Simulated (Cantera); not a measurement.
Ignition delay

Mixture: CH₄ : C₂H₆ : O₂ : N₂ : H₂O = 1 : 0.25 : 5.53 : 20.8 : 1.3 (molar parts), equivalence ratio 0.52, at 11.0 bar, adiabatic and at constant volume. Ignition delay is the time to a rise of 400 K.

Computed with Cantera and GRI-Mech 3.0 (53 species, 325 reactions).

```tsv
T0 (K)	delay (ms)
1023	19.5
1098	4.73
1173	1.31
1248	0.416
1323	0.153
1398	0.0662
```

* **apparent activation energy between 1248 and 1398 K**: 180 kJ/mol
